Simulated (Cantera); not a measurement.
Input: 1 mol Fe(CO)₅, 0.42 mol N₂, 0.077 mol H₂, equilibrated at 900 K and 0.680 bar.

Equilibrium computed with Cantera from the NASA thermochemical tables; the gas is ideal and each condensed phase is pure. The tables' stoichiometric FeO is somewhat more stable than real wüstite, so its field is too wide. FeO: taken at fixed stoichiometry. Rates play no part.

| species | before | after |
|---|---|---|
| CO | 0.356 | 0.596 |
| CO₂ | 0.480 | 0.264 |
| N₂ | 0.139 | 0.118 |
| H₂ | 0.0160 | 0.0182 |
| CH₄ | 5.43e-5 | 1.37e-5 |
| H₂O | 0.00939 | 0.00350 |
| C(graphite), mol | 2.48 | 1.95 |
| FeO(s), mol | 1.00 | 1.00 |
Gas species are given as mole fractions.

Q: Name the change that produced these shifts.
A) temperature from 900 K to 1125 K
B) temperature from 900 K to 750 K
C) pressure from 0.680 bar to 22.0 mbar
D) pressure from 0.680 bar to 0.133 bar

A: D, pressure from 0.680 bar to 0.133 bar
